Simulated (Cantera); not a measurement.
Cantera run:

```python
import numpy as np
import cantera as ct

gas_names = """
    CL CL2 H HCL H2 Si SiCL SiCL2 SiCL3 SiCL4 SiH SiHCL3 SiH2 SiH2CL2 SiH3 SiH3CL SiH4 Si2 Si3
""".split()
cond_names = """
    Si(cr) Si(L)
""".split()


# ... load() reads the species with a 1 bar reference pressure and builds the phases ...
atoms = {
    'SiCl4': {'Si': 1, 'CL': 4},
    'H2': {'H': 2},
    'Cl2': {'CL': 2},
}
top_T = {}  # K; cautious upper limits of use, not melting points


# ... equilibrate(T, P, feed) seeds the gas with the atoms and calls Mixture.equilibrate('TP', solver="vcs", rtol=1e-11, max_steps=5000) ...
results = []
T = 500  # K
P = 140000  # Pa
for m in [0.5, 0.7, 0.9, 1.1, 1.3, 1.5, 1.7, 1.9, 2.1, 2.3, 2.5]:
    feed = {'SiCl4': 1, 'H2': 0.76, 'Cl2': m}  # mol
    mix = equilibrate(T, P, feed)
    results.append((T, P, feed, dict(zip(mix.species_names, mix.species_moles))))

top = {s: max(r[3][s] / sum(r[3][g] for g in gas_names) for r in results) for s in gas_names}
cols = sorted((s for s in top if top[s] > 1e-05), key=lambda s: -top[s])[:9]
seen = [c for c in cond_names if any(r[3].get(c, 0) > 1e-12 for r in results)]
print("log10 of partial pressures in bar; condensed amounts in mol")
print(f"{'n(Cl2)':>10s}" + "".join(f"{s[:9]:>10s}" for s in cols + seen))
for T, P, feed, n in results:
    ng = sum(n[g] for g in gas_names)
    print(f"{feed['Cl2']:10.4g}" + "".join(f"{np.log10(max(n[s] / ng * P / 1e5, 1e-99)):10.3f}" for s in cols)
          + "".join(f"{n.get(c, 0):10.4g}" for c in seen))
```

Result:

```
log10 of partial pressures in bar; condensed amounts in mol
    n(Cl2)       HCL     SiCL4       CL2        H2
       0.5    -0.208    -0.208   -19.923    -0.793
       0.7    -0.099    -0.245   -19.031    -1.467
       0.9    -0.097    -0.279    -1.133   -19.361
       1.1    -0.128    -0.310    -0.779   -19.778
       1.3    -0.158    -0.340    -0.607   -20.009
       1.5    -0.185    -0.367    -0.498   -20.173
       1.7    -0.211    -0.393    -0.420   -20.303
       1.9    -0.236    -0.417    -0.360   -20.411
       2.1    -0.259    -0.440    -0.313   -20.504
       2.3    -0.281    -0.462    -0.275   -20.586
       2.5    -0.301    -0.483    -0.243   -20.660
```

Method: chemical equilibrium by Gibbs-energy minimisation in Cantera with the NASA 1993 tables (ideal gas, pure condensed phases).
